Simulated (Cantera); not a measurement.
Input: 1 mol CS2, 4.5 mol O2, 0.78 mol H2, held at 1527 °C and 1.20 mbar.

These are equilibrium values from Cantera (NASA tables, ideal gas, pure condensed phases), not measurements of a reactor. Candidate condensed phases: C, C6H6, C7H8, C8H18, H2O, H2SO4, S; 123 gas species. The numbers say what is thermodynamically allowed, not how fast it happens.

Task: What is the equilibrium state?

Result: 
```
Quantity                                   Result
--------------------------------------  ---------
x(SO2)                                      0.407
x(O2)                                       0.226
x(CO2)                                      0.201
x(H2O)                                      0.156
x(OH)                                     0.00471
x(CO)                                     0.00251
x(O)                                      0.00167
x(H2)                                    0.000510
x(SO)                                    0.000490
gas amount                              4.909 mol
log10 activity of S(l) (absent)             -7.89
log10 activity of C(graphite) (absent)     -11.55
```
